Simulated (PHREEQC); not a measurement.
4.2 g of hydrous ferric oxide (600 m²/g; 0.2 weak and 0.005 strong sites per Fe, Dzombak-Morel constants, diffuse double layer) in 1 kg of water with 0.01 mol/kgw of an inert sodium salt and 1.4 mmol/kgw MgCl2, at 25 °C; the pH is set by adding NaOH or the inert anion's acid. O2 is buffered at 0.21 atm. CO2 from the air is kept out. Nothing may precipitate in this run.

Base run: PHREEQC, ion-association model, wateq4f.dat. Each further column changes one thing. The table gives surface charge σ (C/m²).

```json
[
 {"pH": "4", "base": "0.244", "background salt from 0.01 to 0.001 mol/kgw": "0.204", "oxide from 4.2 to 21 g/kgw": "0.274", "0.0047 mol/kgw NaH2PO4 added": "0.080"},
 {"pH": "4.38", "base": "0.197", "background salt from 0.01 to 0.001 mol/kgw": "0.158", "oxide from 4.2 to 21 g/kgw": "0.225", "0.0047 mol/kgw NaH2PO4 added": "0.061"},
 {"pH": "5.12", "base": "0.120", "background salt from 0.01 to 0.001 mol/kgw": "0.089", "oxide from 4.2 to 21 g/kgw": "___", "0.0047 mol/kgw NaH2PO4 added": "0.031"},
 {"pH": "5.5", "base": "0.089", "background salt from 0.01 to 0.001 mol/kgw": "0.064", "oxide from 4.2 to 21 g/kgw": "0.098", "0.0047 mol/kgw NaH2PO4 added": "0.021"},
 {"pH": "6.25", "base": "0.046", "background salt from 0.01 to 0.001 mol/kgw": "0.031", "oxide from 4.2 to 21 g/kgw": "0.049", "0.0047 mol/kgw NaH2PO4 added": "0.005"},
 {"pH": "6.62", "base": "0.031", "background salt from 0.01 to 0.001 mol/kgw": "0.021", "oxide from 4.2 to 21 g/kgw": "0.033", "0.0047 mol/kgw NaH2PO4 added": "-0.001"},
 {"pH": "7.38", "base": "0.013", "background salt from 0.01 to 0.001 mol/kgw": "0.008", "oxide from 4.2 to 21 g/kgw": "___", "0.0047 mol/kgw NaH2PO4 added": "___"},
 {"pH": "7.75", "base": "0.008", "background salt from 0.01 to 0.001 mol/kgw": "0.005", "oxide from 4.2 to 21 g/kgw": "0.006", "0.0047 mol/kgw NaH2PO4 added": "___"},
 {"pH": "8.5", "base": "-0.001", "background salt from 0.01 to 0.001 mol/kgw": "-0.001", "oxide from 4.2 to 21 g/kgw": "-0.005", "0.0047 mol/kgw NaH2PO4 added": "-0.030"},
 {"pH": "8.88", "base": "-0.007", "background salt from 0.01 to 0.001 mol/kgw": "-0.004", "oxide from 4.2 to 21 g/kgw": "___", "0.0047 mol/kgw NaH2PO4 added": "-0.037"},
 {"pH": "9.62", "base": "-0.022", "background salt from 0.01 to 0.001 mol/kgw": "-0.013", "oxide from 4.2 to 21 g/kgw": "-0.030", "0.0047 mol/kgw NaH2PO4 added": "___"},
 {"pH": "10", "base": "-0.033", "background salt from 0.01 to 0.001 mol/kgw": "-0.020", "oxide from 4.2 to 21 g/kgw": "-0.046", "0.0047 mol/kgw NaH2PO4 added": "-0.062"}
]
```

Q: Some entries are withheld; supply them.

A: 
- 5.12, oxide from 4.2 to 21 g/kgw: 0.134
- 7.38, oxide from 4.2 to 21 g/kgw: 0.012
- 7.38, 0.0047 mol/kgw NaH2PO4 added: -0.012
- 7.75, 0.0047 mol/kgw NaH2PO4 added: -0.017
- 8.88, oxide from 4.2 to 21 g/kgw: -0.011
- 9.62, 0.0047 mol/kgw NaH2PO4 added: -0.053

 H3PO4, which wateq4f.dat lacks, is added to it with the constant of phreeqc.dat.
